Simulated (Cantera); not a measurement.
An isothermal, constant-pressure homogeneous reactor starts with CH₄ : CO₂ = 1 : 2.6 (molar parts), at 1425 K and 0.237 atm.

Model: GRI-Mech 3.0 (53 species, 325 reactions), integrated in Cantera.

### Question
Predict: x(CH₄) at 60.0 s; x(CO₂) at 60.0 s; x(H₂) at 60.0 s; x(CH₂) at 60.0 s; x(H₂O) at 60.0 s.

### Answer
```json
{
  "x(CH₄) at 60.0 s": "0.0205 (gas-phase equilibrium 2.27e-8)",
  "x(CO₂) at 60.0 s": "0.244 (gas-phase equilibrium 0.144)",
  "x(H₂) at 60.0 s": "0.129 (gas-phase equilibrium 0.216)",
  "x(CH₂) at 60.0 s": "1.48e-9 (gas-phase equilibrium <1e-12)",
  "x(H₂O) at 60.0 s": "0.188 (gas-phase equilibrium 0.142)"
}
```
